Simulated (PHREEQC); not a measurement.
Consider water at 25 °C with 0.0093 mol HF and 0.024 mol (NH4)2SiF6 per kg of water. Closed to the air; pH follows from the charge balance.

Computed with PHREEQC (ion-association model, phreeqc.dat).

Each row changes one thing in this solution. No solid was allowed to form.

```json
[
 {"case": "as made", "pH": "2.65", "ionic strength (mol/kgw)": "0.0746", "HF (mol/kgw)": "0.00661", "F- (mol/kgw)": "0.00259", "HF2- (mol/kgw)": "6.55e-5"},
 {"case": "(NH4)2SiF6 from 0.024 to 0.0216 mol/kgw", "pH": "2.66", "ionic strength (mol/kgw)": "0.0674", "HF (mol/kgw)": "0.00662", "F- (mol/kgw)": "0.00257", "HF2- (mol/kgw)": "6.52e-5"},
 {"case": "(NH4)2SiF6 from 0.024 to 0.048 mol/kgw", "pH": "2.65", "ionic strength (mol/kgw)": "0.147", "HF (mol/kgw)": "0.00648", "F- (mol/kgw)": "0.00272", "HF2- (mol/kgw)": "6.73e-5"},
 {"case": "(NH4)2SiF6 from 0.024 to 0.0048 mol/kgw", "pH": "2.66", "ionic strength (mol/kgw)": "0.0168", "HF (mol/kgw)": "0.00680", "F- (mol/kgw)": "0.00238", "HF2- (mol/kgw)": "6.21e-5"},
 {"case": "(NH4)2SiF6 left out", "pH": "2.66", "ionic strength (mol/kgw)": "0.00230", "HF (mol/kgw)": "0.00694", "F- (mol/kgw)": "0.00224", "HF2- (mol/kgw)": "5.96e-5"},
 {"case": "(NH4)2SiF6 from 0.024 to 0.12 mol/kgw", "pH": "2.63", "ionic strength (mol/kgw)": "0.363", "HF (mol/kgw)": "0.00627", "F- (mol/kgw)": "0.00296", "HF2- (mol/kgw)": "6.97e-5"},
 {"case": "HF left out", "pH": "3.14", "ionic strength (mol/kgw)": "0.0722", "HF (mol/kgw)": "0.00192", "F- (mol/kgw)": "0.00226", "HF2- (mol/kgw)": "1.66e-5"},
 {"case": "temperature from 25 to 40 °C", "pH": "2.71", "ionic strength (mol/kgw)": "0.0743", "HF (mol/kgw)": "0.00704", "F- (mol/kgw)": "0.00236", "HF2- (mol/kgw)": "6.98e-5"}
]
```

Some of these states are supersaturated (in Quartz (slow to form), Chalcedony (slow to form), for instance). At this temperature some constants are extrapolated from 25 °C, and those without enthalpy data are left unchanged. SiF6-2 is the database's only silicon fluoride.
